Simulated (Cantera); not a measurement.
Feed: 1 mol CH4, 0.38 mol H2O, at 21.0 bar.

Method: chemical equilibrium by Gibbs-energy minimisation in Cantera with the NASA 1993 tables (ideal gas, pure condensed phases). Candidate condensed phases: C, C6H6, C7H8, C8H18, H2O; 110 gas species. The numbers say what is thermodynamically allowed, not how fast it happens.

x: gas mole fraction; n: condensed amount in mol.

```csv
T (K),x H2,x CO,x CH4,x H2O,n C(graphite)
1425,0.804,0.138,0.0511,___,0.506
1475,0.816,0.138,0.0406,___,0.526
1525,0.825,0.139,0.0326,___,0.543
1575,0.832,0.139,0.0264,___,0.556
1625,0.837,0.139,0.0217,___,0.566
1675,0.842,0.139,0.0179,___,0.575
1725,0.845,0.139,0.0150,___,0.581
1775,0.848,0.139,0.0126,___,0.587
1825,0.850,0.139,0.0107,___,0.591
1875,0.851,0.138,0.00922,___,0.594
1925,0.853,0.138,0.00797,___,0.597
```

Q: Some entries are withheld; supply them.

A: 
- 1425, x H2O: 0.00706
- 1475, x H2O: 0.00489
- 1525, x H2O: 0.00346
- 1575, x H2O: 0.00249
- 1625, x H2O: 0.00183
- 1675, x H2O: 0.00136
- 1725, x H2O: 0.00104
- 1775, x H2O: 0.000798
- 1825, x H2O: 0.000624
- 1875, x H2O: 0.000494
- 1925, x H2O: 0.000396
